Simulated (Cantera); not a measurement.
Premixed flame

A freely propagating, adiabatic, planar premixed flame of CH4 : C2H6 : O2 : N2 = 1 : 0.097 : 3.16 : 8.85 (molar parts), equivalence ratio 0.74, unburnt at 400 K and 140000 Pa; mixture-averaged transport, grid criteria slope 0.08 and curve 0.16, no radiation.

Cantera simulation using GRI-Mech 3.0 (53 species, 325 reactions); the numbers are that mechanism's predictions, not measurements. Burning velocities carry a grid error of a few per cent, more on coarse grids.

```json
[
 {"z (mm)": "-0.762", "T (K)": "400", "u (m/s)": "0.663", "x CH4": "0.0763", "x C2H6": "0.00740", "x O2": "0.241", "x H2O": "2.23e-5", "x CH2": "<1e-8", "x NO": "<1e-8"},
 {"z (mm)": "-0.508", "T (K)": "402", "u (m/s)": "0.667", "x CH4": "0.0761", "x C2H6": "0.00739", "x O2": "0.241", "x H2O": "0.000317", "x CH2": "<1e-8", "x NO": "<1e-8"},
 {"z (mm)": "-0.381", "T (K)": "409", "u (m/s)": "0.679", "x CH4": "0.0756", "x C2H6": "0.00737", "x O2": "0.240", "x H2O": "0.00133", "x CH2": "<1e-8", "x NO": "<1e-8"},
 {"z (mm)": "-0.254", "T (K)": "464", "u (m/s)": "0.774", "x CH4": "0.0725", "x C2H6": "0.00724", "x O2": "0.236", "x H2O": "0.00867", "x CH2": "<1e-8", "x NO": "3.79e-8"},
 {"z (mm)": "-0.127", "T (K)": "865", "u (m/s)": "1.46", "x CH4": "0.0526", "x C2H6": "0.00539", "x O2": "0.202", "x H2O": "0.0528", "x CH2": "7.65e-8", "x NO": "7.74e-7"},
 {"z (mm)": "-0.0635", "T (K)": "1291", "u (m/s)": "2.20", "x CH4": "0.0301", "x C2H6": "0.00246", "x O2": "0.160", "x H2O": "0.0958", "x CH2": "3.99e-6", "x NO": "2.06e-6"},
 {"z (mm)": "0", "T (K)": "1694", "u (m/s)": "2.91", "x CH4": "0.00770", "x C2H6": "0.000172", "x O2": "0.112", "x H2O": "0.136", "x CH2": "3.16e-5", "x NO": "4.10e-6"},
 {"z (mm)": "0.0635", "T (K)": "1866", "u (m/s)": "3.20", "x CH4": "0.000598", "x C2H6": "5.81e-7", "x O2": "0.0852", "x H2O": "0.153", "x CH2": "8.69e-6", "x NO": "6.71e-6"},
 {"z (mm)": "0.127", "T (K)": "1928", "u (m/s)": "3.29", "x CH4": "2.52e-5", "x C2H6": "<1e-8", "x O2": "0.0758", "x H2O": "0.156", "x CH2": "4.95e-7", "x NO": "9.02e-6"},
 {"z (mm)": "0.254", "T (K)": "2005", "u (m/s)": "3.40", "x CH4": "8.21e-8", "x C2H6": "<1e-8", "x O2": "0.0698", "x H2O": "0.158", "x CH2": "<1e-8", "x NO": "1.29e-5"},
 {"z (mm)": "0.508", "T (K)": "2094", "u (m/s)": "3.53", "x CH4": "<1e-8", "x C2H6": "<1e-8", "x O2": "0.0662", "x H2O": "0.161", "x CH2": "<1e-8", "x NO": "1.99e-5"},
 {"z (mm)": "1.02", "T (K)": "2172", "u (m/s)": "3.64", "x CH4": "<1e-8", "x C2H6": "<1e-8", "x O2": "0.0640", "x H2O": "0.166", "x CH2": "<1e-8", "x NO": "3.16e-5"},
 {"z (mm)": "2.03", "T (K)": "2221", "u (m/s)": "3.71", "x CH4": "<1e-8", "x C2H6": "<1e-8", "x O2": "0.0629", "x H2O": "0.169", "x CH2": "<1e-8", "x NO": "4.87e-5"}
]
```
x: mole fraction of selected species; z is measured from the peak of heat release.

```
Quantity                      Value
------------------------  ---------
laminar burning velocity  66.3 cm/s
thermal thickness          0.254 mm
peak x(CH2)                 3.19e-5
grid points                     151
```
